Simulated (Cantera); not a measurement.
An adiabatic, constant-pressure homogeneous reactor starts with 24.8 % H2, 10.9 % O2, 58.9 % N2, 5.45 % H2O, at 1525 K and 750 Torr.

Model: the H2/O2 subset of GRI-Mech 3.0, which has no nitrogen chemistry, integrated in Cantera.

x: mole fraction; the columns are a selection and need not sum to one.

```
t (s)     T (K)    x H2     x O2   x H2O     x OH      x O    x HO2      x H
--------  -----  ------  -------  ------  -------  -------  -------  -------
5.00e-6    1525   0.247    0.109  0.0545  1.78e-6  1.89e-6      ___  1.47e-5
1.68e-5    1668  0.0904   0.0406   0.166   0.0126   0.0143      ___   0.0827
5.62e-5    2235  0.0639   0.0163   0.220   0.0228   0.0111      ___   0.0449
0.000188   2584  0.0553  0.00896   0.252   0.0205  0.00477      ___   0.0198
0.000631   2700  0.0502  0.00625   0.265   0.0176  0.00293  2.71e-6   0.0131
0.00212    2703  0.0501  0.00619   0.265   0.0176  0.00289  2.70e-6   0.0130
0.00709    2703  0.0501  0.00619   0.265   0.0176  0.00289  2.70e-6   0.0130
0.0238     2703  0.0501  0.00619   0.265   0.0176  0.00289  2.70e-6   0.0130
0.0797     2703  0.0501  0.00619   0.265   0.0176  0.00289  2.70e-6   0.0130
0.267      2703  0.0501  0.00619   0.265   0.0176  0.00289  2.70e-6   0.0130
0.895      2703  0.0501  0.00619   0.265   0.0176  0.00289  2.70e-6   0.0130
3.00       2703  0.0501  0.00619   0.265   0.0176  0.00289  2.70e-6   0.0130
```

### Question
Some entries are withheld; supply them.

### Answer

- 5.00e-6, x HO2: 1.69e-6
- 1.68e-5, x HO2: 2.42e-5
- 5.62e-5, x HO2: 5.88e-6
- 0.000188, x HO2: 3.19e-6
